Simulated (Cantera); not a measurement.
An isothermal, constant-pressure homogeneous reactor starts with NH₃ : N₂ = 1 : 23 (molar parts), at 1773 K and 10.00 Torr. Integrator tolerance rtol = 1e-08.

Computed with Cantera and the gas-phase N/H chemistry of the illustrative SiF4/NH3 mechanism in the Surface Chemkin manual (1991). Walls and surfaces, which speed up NH3 decomposition in real reactors, are not modelled.

Q: What does this change do: N2 23 to 14 parts?

A: 
```json
[
 {"quantity": "x(NH₃) at 3.00 s", "before": "0.0294 (gas-phase equilibrium 5.77e-9)", "after": "0.0472 (gas-phase equilibrium 1.11e-8)"},
 {"quantity": "x(H) at 3.00 s", "before": "1.78e-5 (gas-phase equilibrium 0.000606)", "after": "2.29e-5 (gas-phase equilibrium 0.000758)"},
 {"quantity": "x(N) at 3.00 s", "before": "3.48e-7 (gas-phase equilibrium 1.88e-10)", "after": "3.62e-7 (gas-phase equilibrium 1.84e-10)"},
 {"quantity": "x(H₂) at 3.00 s", "before": "0.0176 (gas-phase equilibrium 0.0597)", "after": "0.0272 (gas-phase equilibrium 0.0933)"},
 {"quantity": "x(N₂H₂) at 3.00 s", "before": "1.87e-7 (gas-phase equilibrium <1e-12)", "after": "3.08e-7 (gas-phase equilibrium <1e-12)"},
 {"quantity": "x(NH) at 3.00 s", "before": "2.56e-6 (gas-phase equilibrium 7.94e-11)", "after": "3.03e-6 (gas-phase equilibrium 9.74e-11)"}
]
```

Q: What does this change do: pressure from 10.00 Torr to 0.200 bar?

A: 
| quantity | before | after |
|---|---|---|
| x(NH₃) at 3.00 s | 0.0294 (gas-phase equilibrium 5.77e-9) | 0.00845 (gas-phase equilibrium 8.71e-8) |
| x(H) at 3.00 s | 1.78e-5 (gas-phase equilibrium 0.000606) | 4.31e-5 (gas-phase equilibrium 0.000157) |
| x(N) at 3.00 s | 3.48e-7 (gas-phase equilibrium 1.88e-10) | 1.70e-7 (gas-phase equilibrium 4.85e-11) |
| x(H₂) at 3.00 s | 0.0176 (gas-phase equilibrium 0.0597) | 0.0478 (gas-phase equilibrium 0.0599) |
| x(N₂H₂) at 3.00 s | 1.87e-7 (gas-phase equilibrium <1e-12) | 1.54e-8 (gas-phase equilibrium <1e-12) |
| x(NH) at 3.00 s | 2.56e-6 (gas-phase equilibrium 7.94e-11) | 8.65e-7 (gas-phase equilibrium 7.95e-11) |
